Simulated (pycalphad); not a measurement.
All values are pycalphad results on the COST 507 light-alloy database (1999) (1 atm), not direct measurements. These are 1990s assessments: newer ones move some temperatures and phases. Phase fractions are per mole of atoms. Kinetics are ignored, which matters at the lower temperatures.

Question: Give the equilibrium state of Cu-13.68Si (wt.%) at 277 °C.

Answer: 
```
T = 550.00 K, P = 101325 Pa, N = 1 mol of atoms
G = -19819 J/mol, H = 8515 J/mol, S = 51.52 J/(mol K)  (SER reference)
chemical potentials (J/mol): Cu -22560, Si -12177
phase             fraction      x(Cu)      x(Si)
CU19SI6_ETA         0.9684     0.7600     0.2400
DIAMOND_A4          0.0316       none     1.0000
```

Question: Give the equilibrium state of Cu-13.68Si (wt.%) at 802 °C.

Answer: CU19SI6_ETA, fraction 0.634, with 12.2 Si wt.%; LIQUID, fraction 0.366, with 16.3 Si wt.%.

Database names, with the compositions (at.%) that they take in these runs: CU19SI6_ETA: Cu 76 Si 24. DIAMOND_A4 is diamond (Si). An entry "none" or "no" means that the model of the phase leaves that element out.
